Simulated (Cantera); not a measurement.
Input: 1 mol SiH₂Cl₂, 1400 mol H₂, equilibrated at 1675 K and 1.00 bar.

Equilibrium computed with Cantera from the NASA thermochemical tables; the gas is ideal and each condensed phase is pure. Candidate condensed phases: Si; 19 gas species. Gases not in the tables: Si₂H₆ and higher silanes. The numbers say what is thermodynamically allowed, not how fast it happens.

Q: What is the equilibrium state?

A: x(H₂): 0.998
x(HCl): 0.00141
x(H): 0.000116
x(SiH₂): 1.12e-5
x(SiCl₂): 7.20e-6
x(SiH₄): 1.24e-6
n(Si(s)): 0.970 mol
gas amount: 1402 mol
